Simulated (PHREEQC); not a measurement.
0.076 g of hydrous ferric oxide (600 m²/g; 0.2 weak and 0.005 strong sites per Fe, Dzombak-Morel constants, diffuse double layer) in 1 kg of water with 0.001 mol/kgw of an inert sodium salt and 3e-05 mol ZnSO4 and 4.6e-07 mol CaCl2, at 25 °C; the pH is set by adding NaOH or the inert anion's acid. Oxygen is held at 0.21 atm. No CO2 enters from the air. Precipitation was switched off in this run.

The series has 17 steps of pH, from 4 to 12.

The numbers come from PHREEQC with the ion-association model, wateq4f.dat.

Near which pH is half of the S sorbed, and on which side is more sorbed?

Near pH 6.2, with more sorbed at lower pH.

Near which pH is half of the Zn sorbed, and on which side is more sorbed?

Near pH 7.0, with more sorbed at higher pH.

Near which pH is half of the Ca sorbed, and on which side is more sorbed?

Near pH 9.2, with more sorbed at higher pH.

Species that the database lacks are ignored.
